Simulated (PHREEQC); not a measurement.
Consider water at 25 °C with 0.014 mol NaHCO3 per kg of water. Closed to the air; pH follows from the charge balance.

Computed with PHREEQC (Pitzer model, pitzer.dat).

```
quantity                  before   after
------------------------  ------  ------
pH                          8.22   12.09
ionic strength (mol/kgw)  0.0142  0.0140
```

Q: Which change was made?
A) temperature from 25 to 60 °C
B) NaHCO3 replaced by NaOH at the same molality
C) NaHCO3 from 0.014 to 0.0126 mol/kgw
D) 0.027 mol/kgw HBr added

A: B, NaHCO3 replaced by NaOH at the same molality

This is a speciation only: nothing precipitates in the calculation.
